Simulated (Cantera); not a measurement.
A freely propagating, adiabatic, planar premixed flame of H2 : O2 : N2 : H2O = 1 : 0.877 : 3.3 : 0.33 (molar parts), equivalence ratio 0.57, unburnt at 425 K and 1.30 bar; mixture-averaged transport, grid criteria slope 0.08 and curve 0.16, no radiation.

Computed with Cantera and the H2/O2 subset of GRI-Mech 3.0, which has no nitrogen chemistry. Burning velocities carry a grid error of a few per cent, more on coarse grids. Lean hydrogen flames are cellular in practice and burn faster than this planar one.

How do the results move with these cheaper or finer settings: unity-Lewis-number transport; multicomponent transport; multicomponent+Soret transport; grid criteria slope 0.5, curve 1; grid criteria slope 0.25, curve 0.5; grid criteria slope 0.03, curve 0.06?


```tsv
setting	laminar burning velocity	thermal thickness	peak x(OH)	peak x(O)	grid points
as above	93.0 cm/s	0.314 mm	0.00544	0.00327	108
unity-Lewis-number transport	135 cm/s	0.216 mm	0.00767	0.00596	109
multicomponent transport	95.0 cm/s	0.309 mm	0.00551	0.00334	108
multicomponent+Soret transport	85.4 cm/s	0.320 mm	0.00521	0.00312	109
grid criteria slope 0.5, curve 1	127 cm/s	0.354 mm	0.00580	0.00368	35
grid criteria slope 0.25, curve 0.5	94.5 cm/s	0.332 mm	0.00521	0.00320	46
grid criteria slope 0.03, curve 0.06	96.0 cm/s	0.304 mm	0.00573	0.00343	245
```
Unity Lewis numbers drop preferential diffusion, which matters most where H2 and H carry the flame; Soret adds thermal diffusion.
